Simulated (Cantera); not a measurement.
An isothermal plug-flow reactor at 1225 K and 0.217 atm (inlet), inlet velocity 0.82 m/s, active area per volume 120 1/m; feed 0.397 % CH4, 4.46 % O2, 95.1 % N2.

Cantera simulation using Deutschmann's 1995 Pt surface mechanism with GRI-Mech 3.0 gas chemistry; the numbers are that mechanism's predictions, not measurements. Catalytic surfaces can have several steady states; this one follows from the mechanism file's or the stated starting coverage. Mass transfer to the wall is taken as infinitely fast.

Predict: x(CH4) at z = 0.0042 m; x(O2) at z = 0.0042 m; x(H2O) at z = 0.0042 m; x(CO2) at z = 0.0042 m; x(CO) at z = 0.0042 m; θ(free Pt) at the exit; θ(O*) at the exit.


| Quantity | Result |
|---|---|
| x(CH4) at z = 0.0042 m | 0.00204 |
| x(O2) at z = 0.0042 m | 0.0408 |
| x(H2O) at z = 0.0042 m | 0.00381 |
| x(CO2) at z = 0.0042 m | 0.00189 |
| x(CO) at z = 0.0042 m | 4.90e-6 |
| θ(free Pt) at the exit | 0.621 |
| θ(O*) at the exit | 0.379 |
